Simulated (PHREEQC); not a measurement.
Dissolve 0.0021 mol/kgw TMAH, 6.6e-05 mol/kgw CO2 and 0.000288 mol/kgw (CH3)4NCl at 41 °C. Closed to the air; pH follows from the charge balance.

Model: ion-association model, phreeqc.dat, run in PHREEQC.

pH: 10.78
ionic strength: 0.00244 mol/kgw
total alkalinity: 2.10 meq/kg

| species | molality | activity | log γ |
|---|---|---|---|
| (CH3)4N+ | 0.00239 | 0.00226 | -0.024 |
| OH- | 0.00198 | 0.00187 | -0.025 |
| Cl- | 0.000288 | 0.000272 | -0.024 |
| CO3-2 | 5.35e-5 | 4.30e-5 | -0.095 |
| HCO3- | 1.25e-5 | 1.18e-5 | -0.024 |

No solid was allowed to form. (CH3)4N+ isn't in the database: it is added as a free cation with an ion size of 4 Å. Constants without temperature data keep their 25 °C values here.
